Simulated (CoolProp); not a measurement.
Values from CoolProp's reference Helmholtz-energy equation of state, Zhou 2012.

### Question
For p-xylene, give the phase and the cp (kJ/(kg K)), cv (kJ/(kg K)), viscosity (µPa s), conductivity (mW/(m K)) at 199.15 °C and 0.101 MPa; 246.35 °C and 0.101 MPa; 258.15 °C and 0.101 MPa.

### Answer
- 199.15 °C and 0.101 MPa: gas; cp 1.85, cv 1.76, viscosity 10.0, conductivity 26.9
- 246.35 °C and 0.101 MPa: gas; cp 1.99, cv 1.90, viscosity 11.1, conductivity 32.3
- 258.15 °C and 0.101 MPa: gas; cp 2.02, cv 1.93, viscosity 11.3, conductivity 33.7

Viscosity comes from a separate model (Balogun 2015). Thermal conductivity comes from a separate model (Mylona 2014).
